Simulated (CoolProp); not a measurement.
Model: reference Helmholtz-energy equation of state, Span 2000, in CoolProp.

Problem. For nitrogen, give the phase and the cp (kJ/(kg K)), Joule-Thomson coefficient (K/MPa), viscosity (µPa s) at 79.1 K and 0.101 MPa; 146.6 K and 0.101 MPa; 315.3 K and 0.101 MPa.

Solution. 
- 79.1 K and 0.101 MPa: gas; cp 1.12, Joule-Thomson coefficient 25.8, viscosity 5.56
- 146.6 K and 0.101 MPa: gas; cp 1.05, Joule-Thomson coefficient 8.08, viscosity 9.88
- 315.3 K and 0.101 MPa: gas; cp 1.04, Joule-Thomson coefficient 1.90, viscosity 18.6

Viscosity comes from a separate model (Lemmon 2004).
